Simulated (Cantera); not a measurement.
A Cantera script and what it prints.

```python
import numpy as np
import cantera as ct

gas_names = """
    Br Br2 H HBr HO2 H2 H2O H2O2 O OH O2 O3
""".split()
cond_names = """
    Br2(cr) Br2(L) H2O(s) H2O(L)
""".split()


def load(file, names, dense=False):
    # The tables refer to 1 bar. Condensed volumes are neglected.
    table = {s.name: s for s in ct.Species.list_from_file(file)}
    out = []
    for n in names:
        d = dict(table[n].input_data)
        d["thermo"] = dict(d["thermo"], **{"reference-pressure": 1e5})
        if dense:
            d["equation-of-state"] = {"model": "constant-volume", "density": "1e6 g/cm^3"}
        out.append(ct.Species.from_dict(d))
    return out


gas = ct.Solution(thermo="ideal-gas", species=load("nasa_gas.yaml", gas_names))
cond = {s.name: ct.Solution(thermo="fixed-stoichiometry", species=[s], name=s.name)
        for s in load("nasa_condensed.yaml", cond_names, dense=True)}
atoms = {
    'HBr': {'H': 1, 'Br': 1},
    'H2': {'H': 2},
    'O2': {'O': 2},
}
top_T = {}  # K; cautious upper limits of use, not melting points


def equilibrate(T, P, feed):
    n = {}
    for name, mol in feed.items():
        for a, k in atoms[name].items():
            n[a] = n.get(a, 0.0) + k * mol
    gas.TPX = T, P, n
    mass = sum(n.values()) * gas.mean_molecular_weight
    gas.equilibrate("TP")
    valid = [c for c in cond.values() if c.min_temp <= T <= top_T.get(c.name, c.max_temp)]
    mix = ct.Mixture([(gas, mass / gas.mean_molecular_weight)] + [(c, 0.0) for c in valid])
    mix.T, mix.P = T, P
    mix.equilibrate("TP", solver="vcs", rtol=1e-11, max_steps=5000)
    return mix


results = []
feed = {'HBr': 1, 'H2': 0.23, 'O2': 1.2}  # mol
P = 13332.2  # Pa
for T in [848, 948, 1048, 1148, 1248, 1348, 1448, 1548]:
    mix = equilibrate(T, P, feed)
    results.append((T, P, feed, dict(zip(mix.species_names, mix.species_moles))))

top = {s: max(r[3][s] / sum(r[3][g] for g in gas_names) for r in results) for s in gas_names}
cols = sorted((s for s in top if top[s] > 0.001), key=lambda s: -top[s])[:9]
seen = [c for c in cond_names if any(r[3].get(c, 0) > 1e-12 for r in results)]
print("log10 of partial pressures in bar; condensed amounts in mol")
print(f"{'T/K':>10s}" + "".join(f"{s[:9]:>10s}" for s in cols + seen))
for T, P, feed, n in results:
    ng = sum(n[g] for g in gas_names)
    print(f"{T:10.4g}" + "".join(f"{np.log10(max(n[s] / ng * P / 1e5, 1e-99)):10.3f}" for s in cols)
          + "".join(f"{n.get(c, 0):10.4g}" for c in seen))
```

It prints:

```
log10 of partial pressures in bar; condensed amounts in mol
       T/K        O2       H2O        Br       Br2       HBr
       848    -1.268    -1.328    -3.905    -1.494    -3.604
       948    -1.268    -1.331    -3.273    -1.501    -3.155
      1048    -1.269    -1.338    -2.766    -1.518    -2.800
      1148    -1.272    -1.351    -2.358    -1.555    -2.520
      1248    -1.278    -1.371    -2.033    -1.624    -2.307
      1348    -1.287    -1.397    -1.784    -1.741    -2.157
      1448    -1.299    -1.424    -1.607    -1.916    -2.067
      1548    -1.312    -1.445    -1.493    -2.152    -2.028
```

Cantera equilibrium calculation (NASA polynomials, part measured and part estimated; ideal gas, pure solids and liquids).
